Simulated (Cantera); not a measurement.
Input (Python, Cantera) and output of one run.

```python
import numpy as np
import cantera as ct

gas_names = """
    B BF BF2 BF3 BH BHF2 BH2 BH3 BN BO BOF BOF2 BO2 B2 B2O B2O2 B2O3 B3O3F3 B3O3H3 F FO FO2 F2 F2O H HBO
    HBO2 HF HNO HNO2 HNO3 HOF HO2 H2 H2F2 H2O H2O2 H3B3O6 H3F3 H4F4 H5F5 H6F6 H7F7 N NF NF2 NF3 NH NH2
    NH3 NH2OH NO NO2 NO3 N2 N2H2 N2H4 N2O O OH O2 O3
""".split()
cond_names = """
    B(b) B(L) BN(s) B2O3(L) B3O3H3(cr) H2O(s) H2O(L)
""".split()


def load(file, names, dense=False):
    # The tables refer to 1 bar. Condensed volumes are neglected.
    table = {s.name: s for s in ct.Species.list_from_file(file)}
    out = []
    for n in names:
        d = dict(table[n].input_data)
        d["thermo"] = dict(d["thermo"], **{"reference-pressure": 1e5})
        if dense:
            d["equation-of-state"] = {"model": "constant-volume", "density": "1e6 g/cm^3"}
        out.append(ct.Species.from_dict(d))
    return out


gas = ct.Solution(thermo="ideal-gas", species=load("nasa_gas.yaml", gas_names))
cond = {s.name: ct.Solution(thermo="fixed-stoichiometry", species=[s], name=s.name)
        for s in load("nasa_condensed.yaml", cond_names, dense=True)}
atoms = {
    'BN': {'B': 1, 'N': 1},
    'H2O': {'H': 2, 'O': 1},
    'HF': {'H': 1, 'F': 1},
}
top_T = {'BN(s)': 3200}  # K; cautious upper limits of use, not melting points


def equilibrate(T, P, feed):
    n = {}
    for name, mol in feed.items():
        for a, k in atoms[name].items():
            n[a] = n.get(a, 0.0) + k * mol
    gas.TPX = T, P, n
    mass = sum(n.values()) * gas.mean_molecular_weight
    gas.equilibrate("TP")
    valid = [c for c in cond.values() if c.min_temp <= T <= top_T.get(c.name, c.max_temp)]
    mix = ct.Mixture([(gas, mass / gas.mean_molecular_weight)] + [(c, 0.0) for c in valid])
    mix.T, mix.P = T, P
    mix.equilibrate("TP", solver="vcs", rtol=1e-11, max_steps=5000)
    return mix


results = []
feed = {'BN': 1, 'H2O': 0.47, 'HF': 5.5}  # mol
P = 43  # Pa
for T in [950, 1000, 1050, 1100, 1150, 1200, 1250, 1300, 1350, 1400, 1450, 1500, 1550, 1600]:
    mix = equilibrate(T, P, feed)
    results.append((T, P, feed, dict(zip(mix.species_names, mix.species_moles))))
    x = sorted(zip(gas.X, gas.species_names), reverse=True)
    print(f"T = {T:g} K  P = {P:g} Pa  gas = {mix.phase_moles(0):.4g} mol")
    print("   x: " + "  ".join(f"{s} {v:.3e}" for v, s in x if v > 1e-06))
    print("   condensed (mol): " + ("  ".join(f"{mix.phase(i).name} {mix.phase_moles(i):.4g}"
          for i in range(1, mix.n_phases) if mix.phase_moles(i) > 1e-12) or "none"))
```

It prints:

```
T = 950 K  P = 43 Pa  gas = 5.974 mol
   x: HF 4.208e-01  H2 2.511e-01  BF3 1.663e-01  N2 8.370e-02  H2O 7.752e-02  BOF 3.559e-04  B3O3F3 2.569e-04  HBO2 1.466e-05
   condensed (mol): none
T = 1000 K  P = 43 Pa  gas = 5.983 mol
   x: HF 4.244e-01  H2 2.507e-01  BF3 1.639e-01  N2 8.358e-02  H2O 7.529e-02  BOF 1.478e-03  B3O3F3 5.568e-04  HBO2 6.220e-05
   condensed (mol): none
T = 1050 K  P = 43 Pa  gas = 6.006 mol
   x: HF 4.320e-01  H2 2.497e-01  BF3 1.587e-01  N2 8.325e-02  H2O 7.028e-02  BOF 4.933e-03  B3O3F3 8.799e-04  HBO2 2.008e-04  BHF2 1.032e-06
   condensed (mol): none
T = 1100 K  P = 43 Pa  gas = 6.056 mol
   x: HF 4.452e-01  H2 2.477e-01  BF3 1.491e-01  N2 8.256e-02  H2O 6.116e-02  BOF 1.286e-02  B3O3F3 8.871e-04  HBO2 4.639e-04  BHF2 1.775e-06
   condensed (mol): none
T = 1150 K  P = 43 Pa  gas = 6.135 mol
   x: HF 4.640e-01  H2 2.445e-01  BF3 1.351e-01  N2 8.150e-02  H2O 4.798e-02  BOF 2.563e-02  HBO2 7.270e-04  B3O3F3 5.148e-04  BHF2 2.738e-06  H 1.779e-06
   condensed (mol): none
T = 1200 K  P = 43 Pa  gas = 6.225 mol
   x: HF 4.851e-01  H2 2.410e-01  BF3 1.193e-01  N2 8.032e-02  BOF 4.001e-02  H2O 3.338e-02  HBO2 7.860e-04  B3O3F3 1.792e-04  H 4.671e-06  BHF2 3.898e-06  BF2 1.397e-06
   condensed (mol): none
T = 1250 K  P = 43 Pa  gas = 6.304 mol
   x: HF 5.034e-01  H2 2.379e-01  BF3 1.055e-01  N2 7.931e-02  BOF 5.233e-02  H2O 2.080e-02  HBO2 6.403e-04  B3O3F3 4.462e-05  H 1.137e-05  BHF2 5.367e-06  BF2 3.490e-06
   condensed (mol): none
T = 1300 K  P = 43 Pa  gas = 6.362 mol
   x: HF 5.166e-01  H2 2.358e-01  BF3 9.560e-02  N2 7.860e-02  BOF 6.112e-02  H2O 1.187e-02  HBO2 4.300e-04  H 2.590e-05  B3O3F3 9.395e-06  BF2 8.318e-06  BHF2 7.394e-06  HBO 1.110e-06
   condensed (mol): none
T = 1350 K  P = 43 Pa  gas = 6.398 mol
   x: HF 5.247e-01  H2 2.344e-01  BF3 8.946e-02  N2 7.815e-02  BOF 6.655e-02  H2O 6.394e-03  HBO2 2.560e-04  H 5.564e-05  BF2 1.922e-05  BHF2 1.031e-05  B3O3F3 1.869e-06  HBO 1.819e-06
   condensed (mol): none
T = 1400 K  P = 43 Pa  gas = 6.418 mol
   x: HF 5.292e-01  H2 2.336e-01  BF3 8.603e-02  N2 7.791e-02  BOF 6.958e-02  H2O 3.361e-03  HBO2 1.435e-04  H 1.134e-04  BF2 4.305e-05  BHF2 1.445e-05  HBO 2.799e-06
   condensed (mol): none
T = 1450 K  P = 43 Pa  gas = 6.429 mol
   x: HF 5.316e-01  H2 2.331e-01  BF3 8.418e-02  N2 7.777e-02  BOF 7.117e-02  H2O 1.774e-03  H 2.202e-04  BF2 9.282e-05  HBO2 7.915e-05  BHF2 2.016e-05  HBO 4.120e-06
   condensed (mol): none
T = 1500 K  P = 43 Pa  gas = 6.436 mol
   x: HF 5.328e-01  H2 2.327e-01  BF3 8.314e-02  N2 7.769e-02  BOF 7.198e-02  H2O 9.567e-04  H 4.095e-04  BF2 1.918e-04  HBO2 4.414e-05  BHF2 2.778e-05  HBO 5.862e-06  BF 1.217e-06
   condensed (mol): none
T = 1550 K  P = 43 Pa  gas = 6.44 mol
   x: HF 5.335e-01  H2 2.323e-01  BF3 8.243e-02  N2 7.764e-02  BOF 7.239e-02  H 7.321e-04  H2O 5.319e-04  BF2 3.794e-04  BHF2 3.762e-05  HBO2 2.521e-05  HBO 8.115e-06  BF 4.007e-06
   condensed (mol): none
T = 1600 K  P = 43 Pa  gas = 6.444 mol
   x: HF 5.340e-01  H2 2.317e-01  BF3 8.178e-02  N2 7.759e-02  BOF 7.258e-02  H 1.262e-03  BF2 7.185e-04  H2O 3.059e-04  BHF2 4.994e-05  HBO2 1.483e-05  BF 1.223e-05  HBO 1.097e-05  BO 1.356e-06
   condensed (mol): none
```

These are equilibrium values from Cantera (NASA tables, ideal gas, pure condensed phases), not measurements of a reactor. The tables' values for BF2 are old estimates; treat these amounts as uncertain.
